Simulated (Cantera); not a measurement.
An isothermal, constant-pressure homogeneous reactor starts with 0.296 % CH3OH, 0.889 % O2, 98.8 % N2, at 1375 K and 9.87 atm.

Cantera simulation using GRI-Mech 3.0 (53 species, 325 reactions); the numbers are that mechanism's predictions, not measurements. GRI-Mech 3.0 was tuned for natural gas; its chemistry of methanol as a main component is partial and can be far from experiment.

Task: Predict: x(O2) at 30.0 s; x(NO) at 30.0 s; x(OH) at 30.0 s.

Result: x(O2) at 30.0 s: 0.00444 (gas-phase equilibrium 0.00439)
x(NO) at 30.0 s: 2.86e-7 (gas-phase equilibrium 0.000102)
x(OH) at 30.0 s: 1.25e-6 (gas-phase equilibrium 1.25e-6)
